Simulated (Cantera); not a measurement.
A Cantera script and what it prints.

```python
import numpy as np
import cantera as ct

gas_names = [...]  # 77 gases of nasa_gas.yaml made of C, H, Ti
cond_names = """
    C(gr) C6H6(L) C7H8(L) C8H18(L),n-octa Ti(a) Ti(b) Ti(L) TiC(s) TiC(L)
""".split()


# ... load() reads the species with a 1 bar reference pressure and builds the phases ...
atoms = {
    'Ti': {'Ti': 1},
    'CH4': {'C': 1, 'H': 4},
    'H2': {'H': 2},
}
top_T = {'C(gr)': 4500}  # K; cautious upper limits of use, not melting points


# ... equilibrate(T, P, feed) seeds the gas with the atoms and calls Mixture.equilibrate('TP', solver="vcs", rtol=1e-11, max_steps=5000) ...
results = []
feed = {'Ti': 1, 'CH4': 0.16, 'H2': 27}  # mol
P = 13332.2  # Pa
for T in [1123, 1223, 1323, 1423, 1523, 1623, 1723, 1823, 1923, 2023, 2123, 2223]:
    mix = equilibrate(T, P, feed)
    results.append((T, P, feed, dict(zip(mix.species_names, mix.species_moles))))

top = {s: max(r[3][s] / sum(r[3][g] for g in gas_names) for r in results) for s in gas_names}
cols = sorted((s for s in top if top[s] > 0.0001), key=lambda s: -top[s])[:5]
seen = [c for c in cond_names if any(r[3].get(c, 0) > 1e-12 for r in results)]
print("log10 of partial pressures in bar; condensed amounts in mol")
print(f"{'T/K':>10s}" + "".join(f"{s[:9]:>10s}" for s in cols + seen))
for T, P, feed, n in results:
    ng = sum(n[g] for g in gas_names)
    print(f"{T:10.4g}" + "".join(f"{np.log10(max(n[s] / ng * P / 1e5, 1e-99)):10.3f}" for s in cols)
          + "".join(f"{n.get(c, 0):10.4g}" for c in seen))
```

Output:

```
log10 of partial pressures in bar; condensed amounts in mol
       T/K        H2         H        Ti     Ti(a)     Ti(b)     Ti(L)    TiC(s)
      1123    -0.875    -7.808   -14.367      0.84         0         0      0.16
      1223    -0.875    -6.959   -12.603         0      0.84         0      0.16
      1323    -0.875    -6.237   -11.113         0      0.84         0      0.16
      1423    -0.875    -5.615    -9.835         0      0.84         0      0.16
      1523    -0.875    -5.074    -8.726         0      0.84         0      0.16
      1623    -0.875    -4.598    -7.757         0      0.84         0      0.16
      1723    -0.875    -4.177    -6.902         0      0.84         0      0.16
      1823    -0.876    -3.801    -6.143         0    0.8399         0      0.16
      1923    -0.876    -3.464    -5.466         0    0.8393         0      0.16
      2023    -0.877    -3.160    -4.873         0         0    0.8372      0.16
      2123    -0.880    -2.885    -4.342         0         0    0.8306      0.16
      2223    -0.883    -2.635    -3.862         0         0    0.8116      0.16
```

Method: chemical equilibrium by Gibbs-energy minimisation in Cantera with the NASA 1993 tables (ideal gas, pure condensed phases). Mutual solubility and eutectic melting of coexisting phases are not modelled. TiC: taken at fixed stoichiometry. Condensed phases not in the tables: N, O or C dissolved in the metal.
